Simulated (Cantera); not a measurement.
Input: 1 mol Si, 1.8 mol HCl, 11 mol H2, equilibrated at 598 K and 1 atm.

Method: chemical equilibrium by Gibbs-energy minimisation in Cantera with the NASA 1993 tables (ideal gas, pure condensed phases). Candidate condensed phases: Si; 19 gas species. Equilibrium is a limit: real reactors are often held back by kinetics, nucleation or transport.

Base state: H2 0.958, SiHCl3 0.0208, SiCl4 0.0205, SiH2Cl2 0.00106, HCl 2.47e-5, SiH3Cl 1.04e-5 (mole fractions); condensed: Si(s).

Problem. What changes in the equilibrium state with this change: HCl from 1.8 to 3 mol?

Solution. 
```tsv
species	before	after
H2	0.958	0.935
SiCl4	0.0205	0.0339
SiHCl3	0.0208	0.0300
SiH2Cl2	0.00106	0.00133
HCl	2.47e-5	2.76e-5
Si(s), mol	0.479	0.143
```

Problem. What changes in the equilibrium state with this change: HCl from 1.8 to 0.88 mol?

Solution. 
```
species      before     after
----------  -------  --------
H2            0.958     0.978
SiHCl3       0.0208    0.0119
SiCl4        0.0205   0.00960
SiH2Cl2     0.00106  0.000739
HCl         2.47e-5   2.06e-5
SiH3Cl      1.04e-5   8.91e-6
Si(s), mol    0.479     0.741
```
